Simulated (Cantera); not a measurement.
# FeCl2 + O2 + H2 (halide evaporation, hydrolysis and transport)

Charge: 1 mol FeCl2, 0.23 mol O2, 250 mol H2, equilibrated at 1623.15 K and 0.133 bar.

Equilibrium computed with Cantera from the NASA thermochemical tables; the gas is ideal and each condensed phase is pure. Candidate condensed phases: Fe, FeCl2, FeCl3, FeO, Fe(OH)2, Fe(OH)3, Fe2O3, Fe3O4, H2O; 22 gas species. The numbers say what is thermodynamically allowed, not how fast it happens.

```
Quantity                                Result
-----------------------------------  ---------
x(H2)                                    0.990
x(HCl)                                 0.00785
x(H2O)                                 0.00183
x(H)                                  0.000189
x(FeCl2)                               5.71e-5
x(Fe)                                  1.26e-5
x(Cl)                                  1.18e-6
n(Fe(γ))                             0.982 mol
gas amount                           251.0 mol
log10 activity of FeCl2(l) (absent)      -6.05
```
